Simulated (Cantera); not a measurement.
Cantera run:

```python
import numpy as np
import cantera as ct

gas_names = """
    CL CL2 H HCL H2 N NH NH2 NH3 N2 N2H2 N2H4 Si SiCL SiCL2 SiCL3 SiCL4 SiH SiHCL3 SiH2 SiH2CL2 SiH3
    SiH3CL SiH4 SiN Si2 Si2N Si3
""".split()
cond_names = """
    NH4CL(a) NH4CL(b) Si(cr) Si(L) Si3N4(a)
""".split()


# ... load() reads the species with a 1 bar reference pressure and builds the phases ...
atoms = {
    'Si2Cl6': {'Si': 2, 'CL': 6},
    'NH3': {'N': 1, 'H': 3},
    'N2': {'N': 2},
}
top_T = {'Si3N4(a)': 2400}  # K; cautious upper limits of use, not melting points


# ... equilibrate(T, P, feed) seeds the gas with the atoms and calls Mixture.equilibrate('TP', solver="vcs", rtol=1e-11, max_steps=5000) ...
results = []
feed = {'Si2Cl6': 1, 'NH3': 2, 'N2': 40}  # mol
T = 1073.15  # K
P = 133.322  # Pa
mix = equilibrate(T, P, feed)
results.append((T, P, feed, dict(zip(mix.species_names, mix.species_moles))))
x = sorted(zip(gas.X, gas.species_names), reverse=True)
print(f"T = {T:g} K  P = {P:g} Pa  gas = {mix.phase_moles(0):.4g} mol")
print("   x: " + "  ".join(f"{s} {v:.3e}" for v, s in x if v > 1e-06))
print("   condensed (mol): " + ("  ".join(f"{mix.phase(i).name} {mix.phase_moles(i):.4g}"
      for i in range(1, mix.n_phases) if mix.phase_moles(i) > 1e-12) or "none"))
```

Output:

```
T = 1073.15 K  P = 133.322 Pa  gas = 45.54 mol
   x: N2 8.768e-01  HCL 9.741e-02  H2 1.716e-02  SiCL4 8.428e-03  SiCL3 1.590e-04  SiCL2 4.793e-05  SiHCL3 1.821e-05
   condensed (mol): Si3N4(a) 0.5353
```

These are equilibrium values from Cantera (NASA tables, ideal gas, pure condensed phases), not measurements of a reactor. The feed counts by its element totals alone. The tables' values for SiCl3 are old estimates; treat these amounts as uncertain.
